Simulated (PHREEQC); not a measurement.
CaCl2 is added in steps, without added water, to 1 kg of water holding 0.0035 mol FeSO4, 0.022 mol CuCl2 and 0.0013 mol NaH2PO4, at 20 °C. The system is closed to oxygen. CO2 from the air is kept out. Solids allowed: Gypsum, Portlandite, Hydroxyapatite, Vivianite, Cu(OH)2, Brochantite, Antlerite, Atacamite, Cu3(PO4)2:3H2O, Halite, Mirabilite, Melanterite, Chalcanthite. Others were left out.

Base run: PHREEQC, ion-association model, wateq4f.dat. Each further column changes one thing. The table gives CaH2PO4+ (mol/kgw).

| CaCl2 added (mol) | base | NaH2PO4 from 0.0013 to 0.00117 mol/kgw | CuCl2 from 0.022 to 0.011 mol/kgw | no solid may form |
|---|---|---|---|---|
| 0 | 0 | 0 | 0 | 0 |
| 0.00825 | 5.47e-5 | 4.91e-5 | 5.85e-5 | 5.61e-5 |
| 0.0165 | 0.000102 | 9.15e-5 | 0.000108 | 0.000104 |
| 0.02475 | 0.000144 | 0.000129 | 0.000151 | 0.000146 |
| 0.033 | 0.000181 | 0.000163 | 0.000188 | 0.000183 |
| 0.04125 | 0.000216 | 0.000194 | 0.000222 | 0.000217 |
| 0.0495 | 0.000247 | 0.000222 | 0.000253 | 0.000247 |
| 0.05775 | 0.000276 | 0.000248 | 0.000281 | 0.000276 |
| 0.066 | 0.000302 | 0.000271 | 0.000307 | 0.000302 |

H3PO4, which wateq4f.dat lacks, is added to it with the constant of phreeqc.dat. The database has no phosphate complexes of Cu. In at least one series the solution becomes supersaturated in solids that the run did not let form, among them Brochantite, Antlerite, Atacamite, Cu3(PO4)2:3H2O.
